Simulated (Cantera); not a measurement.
Input (Python, Cantera) and output of one run.

```python
import numpy as np
import cantera as ct

gas_names = """
    B BH BH2 BH3 BN BO BO2 B2 B2O B2O2 B2O3 B3O3H3 H HBO HBO2 HNO HNO2 HNO3 HO2 H2 H2O H2O2 H3B3O6 N NH
    NH2 NH3 NH2OH NO NO2 NO3 N2 N2H2 N2H4 N2O O OH O2 O3
""".split()
cond_names = """
    B(b) B(L) BN(s) B2O3(L) B3O3H3(cr) H2O(s) H2O(L)
""".split()


# ... load() reads the species with a 1 bar reference pressure and builds the phases ...
atoms = {
    'borazine': {'B': 3, 'N': 3, 'H': 6},
    'O2': {'O': 2},
}
top_T = {'BN(s)': 3200}  # K; cautious upper limits of use, not melting points


# ... equilibrate(T, P, feed) seeds the gas with the atoms and calls Mixture.equilibrate('TP', solver="vcs", rtol=1e-11, max_steps=5000) ...
results = []
P = 100000  # Pa
for T in [1523, 1573, 1623, 1673, 1723, 1773, 1823, 1873, 1923, 1973, 2023, 2073]:
    for m in [0.51, 0.66, 0.86, 1.1, 1.5, 1.9, 2.5, 3.2, 4.2, 5.5, 7.2]:
        feed = {'borazine': 1, 'O2': m}  # mol
        mix = equilibrate(T, P, feed)
        results.append((T, P, feed, dict(zip(mix.species_names, mix.species_moles))))

for T, P, feed, n in results:
    print(f"{T:7g} {feed['O2']:10.4g}  " + (" + ".join(c for c in cond_names if n.get(c, 0) > 1e-12) or "gas only"))
```

Result:

```
   1523       0.51  BN(s) + B2O3(L)
   1523       0.66  BN(s) + B2O3(L)
   1523       0.86  BN(s) + B2O3(L)
   1523        1.1  BN(s) + B2O3(L)
   1523        1.5  BN(s) + B2O3(L)
   1523        1.9  BN(s) + B2O3(L)
   1523        2.5  B2O3(L)
   1523        3.2  B2O3(L)
   1523        4.2  B2O3(L)
   1523        5.5  B2O3(L)
   1523        7.2  B2O3(L)
   1573       0.51  BN(s) + B2O3(L)
   1573       0.66  BN(s) + B2O3(L)
   1573       0.86  BN(s) + B2O3(L)
   1573        1.1  BN(s) + B2O3(L)
   1573        1.5  BN(s) + B2O3(L)
   1573        1.9  BN(s) + B2O3(L)
   1573        2.5  B2O3(L)
   1573        3.2  B2O3(L)
   1573        4.2  B2O3(L)
   1573        5.5  B2O3(L)
   1573        7.2  B2O3(L)
   1623       0.51  BN(s) + B2O3(L)
   1623       0.66  BN(s) + B2O3(L)
   1623       0.86  BN(s) + B2O3(L)
   1623        1.1  BN(s) + B2O3(L)
   1623        1.5  BN(s) + B2O3(L)
   1623        1.9  BN(s) + B2O3(L)
   1623        2.5  B2O3(L)
   1623        3.2  B2O3(L)
   1623        4.2  B2O3(L)
   1623        5.5  B2O3(L)
   1623        7.2  B2O3(L)
   1673       0.51  BN(s) + B2O3(L)
   1673       0.66  BN(s) + B2O3(L)
   1673       0.86  BN(s) + B2O3(L)
   1673        1.1  BN(s) + B2O3(L)
   1673        1.5  BN(s) + B2O3(L)
   1673        1.9  BN(s) + B2O3(L)
   1673        2.5  B2O3(L)
   1673        3.2  B2O3(L)
   1673        4.2  B2O3(L)
   1673        5.5  B2O3(L)
   1673        7.2  B2O3(L)
   1723       0.51  BN(s) + B2O3(L)
   1723       0.66  BN(s) + B2O3(L)
   1723       0.86  BN(s) + B2O3(L)
   1723        1.1  BN(s) + B2O3(L)
   1723        1.5  BN(s) + B2O3(L)
   1723        1.9  BN(s) + B2O3(L)
   1723        2.5  B2O3(L)
   1723        3.2  B2O3(L)
   1723        4.2  B2O3(L)
   1723        5.5  B2O3(L)
   1723        7.2  B2O3(L)
   1773       0.51  BN(s) + B2O3(L)
   1773       0.66  BN(s) + B2O3(L)
   1773       0.86  BN(s) + B2O3(L)
   1773        1.1  BN(s) + B2O3(L)
   1773        1.5  BN(s) + B2O3(L)
   1773        1.9  BN(s) + B2O3(L)
   1773        2.5  B2O3(L)
   1773        3.2  B2O3(L)
   1773        4.2  B2O3(L)
   1773        5.5  B2O3(L)
   1773        7.2  B2O3(L)
   1823       0.51  BN(s) + B2O3(L)
   1823       0.66  BN(s) + B2O3(L)
   1823       0.86  BN(s) + B2O3(L)
   1823        1.1  BN(s) + B2O3(L)
   1823        1.5  BN(s) + B2O3(L)
   1823        1.9  BN(s) + B2O3(L)
   1823        2.5  B2O3(L)
   1823        3.2  B2O3(L)
   1823        4.2  B2O3(L)
   1823        5.5  B2O3(L)
   1823        7.2  B2O3(L)
   1873       0.51  BN(s) + B2O3(L)
   1873       0.66  BN(s) + B2O3(L)
   1873       0.86  BN(s) + B2O3(L)
   1873        1.1  BN(s) + B2O3(L)
   1873        1.5  BN(s) + B2O3(L)
   1873        1.9  BN(s) + B2O3(L)
   1873        2.5  B2O3(L)
   1873        3.2  B2O3(L)
   1873        4.2  B2O3(L)
   1873        5.5  B2O3(L)
   1873        7.2  B2O3(L)
   1923       0.51  BN(s) + B2O3(L)
   1923       0.66  BN(s) + B2O3(L)
   1923       0.86  BN(s) + B2O3(L)
   1923        1.1  BN(s) + B2O3(L)
   1923        1.5  BN(s) + B2O3(L)
   1923        1.9  BN(s) + B2O3(L)
   1923        2.5  B2O3(L)
   1923        3.2  B2O3(L)
   1923        4.2  B2O3(L)
   1923        5.5  B2O3(L)
   1923        7.2  B2O3(L)
   1973       0.51  BN(s) + B2O3(L)
   1973       0.66  BN(s) + B2O3(L)
   1973       0.86  BN(s) + B2O3(L)
   1973        1.1  BN(s) + B2O3(L)
   1973        1.5  BN(s) + B2O3(L)
   1973        1.9  BN(s) + B2O3(L)
   1973        2.5  B2O3(L)
   1973        3.2  B2O3(L)
   1973        4.2  B2O3(L)
   1973        5.5  B2O3(L)
   1973        7.2  B2O3(L)
   2023       0.51  BN(s)
   2023       0.66  BN(s) + B2O3(L)
   2023       0.86  BN(s) + B2O3(L)
   2023        1.1  BN(s) + B2O3(L)
   2023        1.5  BN(s) + B2O3(L)
   2023        1.9  BN(s) + B2O3(L)
   2023        2.5  B2O3(L)
   2023        3.2  B2O3(L)
   2023        4.2  gas only
   2023        5.5  gas only
   2023        7.2  gas only
   2073       0.51  BN(s)
   2073       0.66  BN(s)
   2073       0.86  BN(s)
   2073        1.1  BN(s)
   2073        1.5  BN(s) + B2O3(L)
   2073        1.9  BN(s) + B2O3(L)
   2073        2.5  B2O3(L)
   2073        3.2  gas only
   2073        4.2  gas only
   2073        5.5  gas only
   2073        7.2  gas only
```

Method: chemical equilibrium by Gibbs-energy minimisation in Cantera with the NASA 1993 tables (ideal gas, pure condensed phases). The feed counts by its element totals alone. Mutual solubility and eutectic melting of coexisting phases are not modelled.
